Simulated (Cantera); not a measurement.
A Cantera script and what it prints.

```python
import numpy as np
import cantera as ct

gas_names = [...]  # 169 gases of nasa_gas.yaml made of C, H, N, O
cond_names = """
    C(gr) C6H6(L) C7H8(L) C8H18(L),n-octa H2O(s) H2O(L)
""".split()


# ... load() reads the species with a 1 bar reference pressure and builds the phases ...
atoms = {
    'C2H5OH': {'C': 2, 'H': 6, 'O': 1},
    'NH3': {'N': 1, 'H': 3},
}
top_T = {'C(gr)': 4500}  # K; cautious upper limits of use, not melting points


# ... equilibrate(T, P, feed) seeds the gas with the atoms and calls Mixture.equilibrate('TP', solver="vcs", rtol=1e-11, max_steps=5000) ...
results = []
feed = {'C2H5OH': 1, 'NH3': 1.5}  # mol
P = 200  # Pa
for T in [2500, 3000, 3500, 4000, 4500, 5000]:
    mix = equilibrate(T, P, feed)
    results.append((T, P, feed, dict(zip(mix.species_names, mix.species_moles))))
    x = sorted(zip(gas.X, gas.species_names), reverse=True)
    print(f"T = {T:g} K  P = {P:g} Pa  gas = {mix.phase_moles(0):.4g} mol")
    print("   x: " + "  ".join(f"{s} {v:.3e}" for v, s in x if v > 1e-06))
    print("   condensed (mol): " + ("  ".join(f"{mix.phase(i).name} {mix.phase_moles(i):.4g}"
          for i in range(1, mix.n_phases) if mix.phase_moles(i) > 1e-12) or "none"))
```

Output:

```
T = 2500 K  P = 200 Pa  gas = 8.566 mol
   x: H2 4.190e-01  H 3.639e-01  CO 1.167e-01  N2 7.998e-02  HCN 1.296e-02  C2H2,acetylene 4.533e-03  HNC 1.518e-03  CN 6.518e-04  C2H 2.827e-04  C3 2.485e-04  C 8.321e-05  C2 2.290e-05  C4H2 2.025e-05  C2N2 6.211e-06  C2H2,vinylidene 3.533e-06  CH 2.915e-06  N 1.848e-06  CH2 1.480e-06
   condensed (mol): C(gr) 0.7794
T = 3000 K  P = 200 Pa  gas = 12.05 mol
   x: H 7.679e-01  CO 8.297e-02  N2 5.542e-02  H2 4.730e-02  C3 1.527e-02  C 1.168e-02  CN 7.905e-03  HCN 4.717e-03  C2 3.366e-03  C2H 1.744e-03  HNC 8.902e-04  C2H2,acetylene 6.249e-04  N 7.330e-05  C5 5.935e-05  CH 5.101e-05  C4 2.378e-05  C2N2 1.110e-05  CNC 8.859e-06  C4H2 3.445e-06  C2H2,vinylidene 1.970e-06  CH2 1.561e-06
   condensed (mol): none
T = 3500 K  P = 200 Pa  gas = 13.09 mol
   x: H 7.945e-01  CO 7.639e-02  C 5.983e-02  N2 5.264e-02  CN 7.868e-03  H2 3.620e-03  C2 2.657e-03  N 1.137e-03  C3 9.554e-04  HCN 2.318e-04  C2H 8.716e-05  HNC 6.127e-05  CH 3.575e-05  CNC 3.105e-06  C2H2,acetylene 1.261e-06
   condensed (mol): none
T = 4000 K  P = 200 Pa  gas = 13.28 mol
   x: H 7.896e-01  CO 7.522e-02  C 7.198e-02  N2 5.061e-02  N 8.928e-03  CN 2.787e-03  H2 4.908e-04  C2 2.768e-04  O 7.153e-05  Electron 1.020e-05  C+ 1.008e-05  CH 9.363e-06  HCN 8.285e-06  C3 5.214e-06  HNC 2.810e-06  NH 1.229e-06  C2H 1.112e-06
   condensed (mol): none
T = 4500 K  P = 200 Pa  gas = 13.54 mol
   x: H 7.755e-01  C 7.534e-02  CO 7.129e-02  N 3.812e-02  N2 3.586e-02  O 2.583e-03  CN 9.695e-04  H2 1.006e-04  Electron 7.444e-05  C+ 7.272e-05  C2 3.907e-05  CH 2.952e-06  NO 2.432e-06  NH 1.563e-06  H+ 1.384e-06
   condensed (mol): none
T = 5000 K  P = 200 Pa  gas = 14.19 mol
   x: H 7.401e-01  C 9.486e-02  N 8.132e-02  CO 4.537e-02  O 2.511e-02  N2 1.203e-02  Electron 4.074e-04  C+ 3.940e-04  CN 3.381e-04  H2 2.648e-05  C2 1.200e-05  H+ 1.047e-05  NO 8.713e-06  OH 1.674e-06  CH 1.377e-06  NH 1.223e-06  NO+ 1.048e-06
   condensed (mol): none
```

Method: chemical equilibrium by Gibbs-energy minimisation in Cantera with the NASA 1993 tables (ideal gas, pure condensed phases).
